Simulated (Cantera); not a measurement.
A perfectly stirred reactor is fed with CH4 : CO2 = 1 : 3.6 (molar parts), at 0.987 atm; it is held at 1598 K, and followed from long to short residence time.

Cantera simulation using GRI-Mech 3.0 (53 species, 325 reactions); the numbers are that mechanism's predictions, not measurements.

One state of this run: x CH4 = 0.153; x CO2 = 0.706; x C2H6 = 0.000465; x OH = 3.18e-7; x CH3 = 0.000369; x H2 = 0.0409; x HCO = 5.46e-9. x: mole fraction; the columns are a selection and need not sum to one.

Problem. Which value of τ (s) does it belong to?
A) 0.41
B) 0.0021
C) 0.029
D) 0.17

Solution. C, 0.029
